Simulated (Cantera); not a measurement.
What does this Cantera script print?

```python
import numpy as np
import cantera as ct

gas = ct.Solution("h2o2.yaml")
gas.TPX = 925, 1333, {'H2': 0.029, 'O2': 1}
reactor = ct.IdealGasConstPressureReactor(gas, energy="off", clone=False)
net = ct.ReactorNet([reactor])
net.rtol, net.atol = 1e-08, 1e-18
show = ['H2', 'O2', 'O', 'HO2', 'H', 'H2O', 'OH']
times = np.geomspace(0.0008, 100, 10)

steps = ct.SolutionArray(gas, extra=["t"])
rows = []
print(f"{'t/s':>10s}{'T/K':>9s}{'P/Pa':>11s}" + "".join(f"{s:>11s}" for s in show))
for t in times:
    while net.time < t:
        t_next = net.step()
        steps.append(gas.state, t=t_next)
    rows.append([np.interp(t, steps.t, y) for y in (steps.T, steps.P, *steps(*show).X.T)])
    print(f"{t:10.3e}{rows[-1][0]:9.1f}{rows[-1][1]:11.4g}" + "".join(f"{x:11.3e}" for x in rows[-1][2:]))
rate = np.gradient(steps.T, steps.t)
print("integrator steps:", len(steps.t))
if steps.T.max() > steps.T[0] + 200:
    print(f"time of steepest temperature rise: {steps.t[rate.argmax()]:.4e} s")
gas.TPX = 925, 1333, {'H2': 0.029, 'O2': 1}
gas.equilibrate("TP")
print(f"equilibrium (TP): T = {gas.T:.1f} K  " + "  ".join(f"{s} {gas[s].X[0]:.3e}" for s in show))
```

Result:

```
       t/s      T/K       P/Pa         H2         O2          O        HO2          H        H2O         OH
 8.000e-04    925.0       1333  2.818e-02  9.718e-01  2.460e-11  2.396e-11  1.777e-11  2.016e-11  1.317e-11
 2.947e-03    925.0       1333  2.818e-02  9.718e-01  8.564e-10  1.219e-10  4.073e-10  1.216e-09  3.647e-10
 1.086e-02    925.0       1333  2.809e-02  9.718e-01  4.461e-05  1.660e-06  2.107e-05  6.803e-05  1.886e-05
 4.000e-02    925.0       1333  3.220e-04  9.676e-01  3.329e-03  5.210e-06  7.073e-04  2.762e-02  4.289e-04
 1.474e-01    925.0       1333  2.170e-05  9.710e-01  3.273e-04  1.561e-06  1.471e-05  2.850e-02  9.165e-05
 5.429e-01    925.0       1333  1.776e-06  9.714e-01  2.770e-05  3.364e-07  3.572e-07  2.857e-02  2.632e-05
 2.000e+00    925.0       1333  1.343e-07  9.714e-01  2.775e-06  5.458e-08  1.156e-08  2.858e-02  8.513e-06
 7.368e+00    925.0       1333  1.117e-08  9.714e-01  3.955e-07  9.346e-09  6.235e-10  2.858e-02  3.228e-06
 2.714e+01    925.0       1333  1.549e-09  9.714e-01  7.506e-08  1.921e-09  5.138e-11  2.858e-02  1.403e-06
 1.000e+02    925.0       1333  3.079e-10  9.714e-01  1.678e-08  4.577e-10  5.417e-12  2.859e-02  6.615e-07
integrator steps: 1806
equilibrium (TP): T = 925.0 K  H2 1.976e-12  O2 9.714e-01  O 1.151e-10  HO2 1.459e-10  H 3.191e-15  H2O 2.859e-02  OH 5.459e-08
```

Detailed kinetics in Cantera: the H2/O2 subset of GRI-Mech 3.0, which has no nitrogen chemistry. Radical loss at walls, strong at low pressure, is not modelled. Below about 950 K walls govern HO2 and H2O2 in real vessels.
